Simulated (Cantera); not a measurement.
An isothermal, constant-pressure homogeneous reactor starts with 4.35 % CH₄, 94.6 % H₂, 0.946 % O₂, 0.104 % N₂, equivalence ratio 59, at 2523 K and 0.0133 bar.

Model: GRI-Mech 3.0 (53 species, 325 reactions), integrated in Cantera. GRI-Mech 3.0 stops at C3 and has no aromatics, soot or wall deposition, so with more carbon than oxygen in the feed, carbon stays in small species such as C2H2 where larger ones or solid carbon would form. Radical loss at walls, strong at low pressure, is not modelled.

x: mole fraction; the columns are a selection and need not sum to one.

```json
[
 {"t (s)": "6.00e-6", "x CH₄": "0.0433", "x H₂": "0.946", "x O₂": "0.00945", "x C₂H": "<1e-12", "x CO₂": "1.37e-10", "x H₂O": "2.71e-6"},
 {"t (s)": "1.42e-5", "x CH₄": "0.0430", "x H₂": "0.945", "x O₂": "0.00943", "x C₂H": "<1e-12", "x CO₂": "2.12e-9", "x H₂O": "2.08e-5"},
 {"t (s)": "3.34e-5", "x CH₄": "0.0424", "x H₂": "0.945", "x O₂": "0.00936", "x C₂H": "3.67e-12", "x CO₂": "3.47e-8", "x H₂O": "0.000132"},
 {"t (s)": "7.89e-5", "x CH₄": "0.0408", "x H₂": "0.942", "x O₂": "0.00902", "x C₂H": "4.53e-10", "x CO₂": "5.75e-7", "x H₂O": "0.000760"},
 {"t (s)": "0.000186", "x CH₄": "0.0364", "x H₂": "0.935", "x O₂": "0.00727", "x C₂H": "5.45e-8", "x CO₂": "7.96e-6", "x H₂O": "0.00406"},
 {"t (s)": "0.000440", "x CH₄": "0.0260", "x H₂": "0.920", "x O₂": "0.00194", "x C₂H": "3.52e-6", "x CO₂": "4.28e-5", "x H₂O": "0.0139"},
 {"t (s)": "0.00104", "x CH₄": "0.0134", "x H₂": "0.920", "x O₂": "1.14e-5", "x C₂H": "2.28e-5", "x CO₂": "2.55e-5", "x H₂O": "0.0168"},
 {"t (s)": "0.00245", "x CH₄": "…", "x H₂": "0.923", "x O₂": "…", "x C₂H": "…", "x CO₂": "…", "x H₂O": "0.0156"},
 {"t (s)": "0.00578", "x CH₄": "0.00131", "x H₂": "0.920", "x O₂": "2.01e-8", "x C₂H": "5.77e-5", "x CO₂": "9.42e-6", "x H₂O": "0.0135"},
 {"t (s)": "0.0136", "x CH₄": "…", "x H₂": "0.915", "x O₂": "…", "x C₂H": "6.30e-5", "x CO₂": "…", "x H₂O": "…"},
 {"t (s)": "0.0322", "x CH₄": "0.000291", "x H₂": "0.907", "x O₂": "3.08e-9", "x C₂H": "6.47e-5", "x CO₂": "8.45e-6", "x H₂O": "0.00340"},
 {"t (s)": "0.0760", "x CH₄": "5.10e-5", "x H₂": "0.887", "x O₂": "1.23e-11", "x C₂H": "7.82e-5", "x CO₂": "4.77e-7", "x H₂O": "0.000153"},
 {"t (s)": "0.179", "x CH₄": "4.89e-6", "x H₂": "0.852", "x O₂": "<1e-12", "x C₂H": "0.000115", "x CO₂": "5.15e-11", "x H₂O": "1.62e-8"},
 {"t (s)": "0.424", "x CH₄": "2.05e-6", "x H₂": "0.802", "x O₂": "<1e-12", "x C₂H": "0.000167", "x CO₂": "2.26e-11", "x H₂O": "6.88e-9"},
 {"t (s)": "1.00", "x CH₄": "1.26e-6", "x H₂": "0.767", "x O₂": "<1e-12", "x C₂H": "0.000206", "x CO₂": "1.49e-11", "x H₂O": "4.44e-9"}
]
```

**Question.** Some entries are withheld; supply them.

**Answer.** 
- 0.00245, x CH₄: 0.00453
- 0.00245, x O₂: 1.83e-8
- 0.00245, x C₂H: 4.41e-5
- 0.00245, x CO₂: 6.74e-6
- 0.0136, x CH₄: 0.000635
- 0.0136, x O₂: 1.43e-8
- 0.0136, x CO₂: 1.33e-5
- 0.0136, x H₂O: 0.00935
